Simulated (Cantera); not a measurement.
A Cantera script and what it prints.

```python
import numpy as np
import cantera as ct

gas_names = [...]  # 136 gases of nasa_gas.yaml made of C, H, N, O
cond_names = """
    C(gr) C6H6(L) C7H8(L) C8H18(L),n-octa H2O(s) H2O(L)
""".split()


# ... load() reads the species with a 1 bar reference pressure and builds the phases ...
atoms = {
    'toluene': {'C': 7, 'H': 8},
    'O2': {'O': 2},
    'N2': {'N': 2},
}
top_T = {'C(gr)': 4500}  # K; cautious upper limits of use, not melting points


# ... equilibrate(T, P, feed) seeds the gas with the atoms and calls Mixture.equilibrate('TP', solver="vcs", rtol=1e-11, max_steps=5000) ...
results = []
feed = {'toluene': 1, 'O2': 0.19, 'N2': 26}  # mol
T = 1773  # K
P = 50  # Pa
mix = equilibrate(T, P, feed)
results.append((T, P, feed, dict(zip(mix.species_names, mix.species_moles))))
x = sorted(zip(gas.X, gas.species_names), reverse=True)
print(f"T = {T:g} K  P = {P:g} Pa  gas = {mix.phase_moles(0):.4g} mol")
print("   x: " + "  ".join(f"{s} {v:.3e}" for v, s in x if v > 0.0001))
print("   condensed (mol): " + ("  ".join(f"{mix.phase(i).name} {mix.phase_moles(i):.4g}"
      for i in range(1, mix.n_phases) if mix.phase_moles(i) > 1e-12) or "none"))
```

Output:

```
T = 1773 K  P = 50 Pa  gas = 30.45 mol
   x: N2 8.530e-01  H2 1.282e-01  CO 1.248e-02  H 4.554e-03  HCN 1.776e-03
   condensed (mol): C(gr) 6.563
```

Cantera equilibrium calculation (NASA polynomials, part measured and part estimated; ideal gas, pure solids and liquids).
